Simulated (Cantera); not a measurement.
A closed system holds: 1 mol MgO, 1.5 mol H2S, 6.6 mol O2, equilibrated at 13.3 mbar.

Method: chemical equilibrium by Gibbs-energy minimisation in Cantera with the NASA 1993 tables (ideal gas, pure condensed phases). Candidate condensed phases: H2O, H2SO4, Mg, MgO, Mg(OH)2, MgS, MgSO4, S; 26 gas species. Kinetics and transport are ignored.

log p: log10 of the partial pressure in bar; n: condensed amount in mol.

| T (K) | log p O2 | log p H2O | log p SO2 | log p SO3 | log p OH | n MgSO4(s) | n MgO(s) |
|---|---|---|---|---|---|---|---|
| 823 | -2.06 | -2.45 | -3.42 | -3.10 | ___ | 1.00 | 0 |
| 873 | -2.06 | -2.46 | -3.22 | -3.25 | ___ | 1.00 | 0 |
| 923 | -2.06 | -2.46 | -3.10 | -3.45 | ___ | 1.00 | 0 |
| 973 | -2.06 | -2.46 | -3.03 | -3.66 | ___ | 1.00 | 0 |
| 1023 | -2.06 | -2.46 | -2.99 | -3.88 | ___ | 1.00 | 0 |
| 1073 | -2.06 | -2.46 | -2.97 | -4.09 | ___ | 1.00 | 0 |
| 1123 | -2.10 | -2.56 | -2.58 | -3.93 | ___ | 0 | 1.00 |
| 1173 | -2.10 | -2.56 | -2.58 | -4.12 | ___ | 0 | 1.00 |
| 1223 | -2.10 | -2.56 | -2.57 | -4.29 | ___ | 0 | 1.00 |
| 1273 | -2.10 | -2.56 | -2.57 | -4.45 | ___ | 0 | 1.00 |
| 1323 | -2.10 | -2.56 | -2.57 | -4.60 | ___ | 0 | 1.00 |
| 1373 | -2.10 | -2.57 | -2.57 | -4.74 | ___ | 0 | 1.00 |
| 1423 | -2.10 | -2.57 | -2.57 | -4.87 | ___ | 0 | 1.00 |

What belongs in the gaps?


- 823, log p OH: -9.84
- 873, log p OH: -9.25
- 923, log p OH: -8.72
- 973, log p OH: -8.25
- 1023, log p OH: -7.83
- 1073, log p OH: -7.44
- 1123, log p OH: -7.15
- 1173, log p OH: -6.83
- 1223, log p OH: -6.53
- 1273, log p OH: -6.26
- 1323, log p OH: -6.00
- 1373, log p OH: -5.77
- 1423, log p OH: -5.55
